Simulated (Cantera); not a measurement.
Input: 1 mol CH3OH, 0.54 mol H2, equilibrated at 925 K and 18.0 mbar.

Method: chemical equilibrium by Gibbs-energy minimisation in Cantera with the NASA 1993 tables (ideal gas, pure condensed phases). Candidate condensed phases: C, C6H6, C7H8, C8H18, H2O; 110 gas species. Rates play no part.

Base state: H2 0.716, CO 0.272, H2O 0.00522, CO2 0.00402, CH4 0.00210 (mole fractions); condensed: C(graphite).

Q: What changes in the equilibrium state with this change: CH3OH replaced by C2H6?

A: 
```json
[
 {"species": "H2", "before": "0.716", "after": "0.996"},
 {"species": "CH4", "before": "0.00210", "after": "0.00405"},
 {"species": "CO", "before": "0.272", "after": "0"},
 {"species": "H2O", "before": "0.00522", "after": "0"},
 {"species": "CO2", "before": "0.00402", "after": "0"},
 {"species": "C(graphite), mol", "before": "0.0250", "after": "1.99"}
]
```

Q: What changes in the equilibrium state with this change: H2 from 0.54 to 7.1 mol?

A: 
```csv
species,before,after
H2,0.716,0.898
CO,0.272,0.0960
CH4,0.00210,0.00304
CO2,0.00402,0.000541
H2O,0.00522,0.00250
"C(graphite), mol",0.0250,0
```

Q: What changes in the equilibrium state with this change: H2 from 0.54 to 3.8 mol?

A: 
```json
[
 {"species": "H2", "before": "0.716", "after": "0.850"},
 {"species": "CO", "before": "0.272", "after": "0.143"},
 {"species": "H2O", "before": "0.00522", "after": "0.00325"},
 {"species": "CO2", "before": "0.00402", "after": "0.00110"},
 {"species": "CH4", "before": "0.00210", "after": "0.00295"},
 {"species": "C(graphite), mol", "before": "0.0250", "after": "0.00942"}
]
```
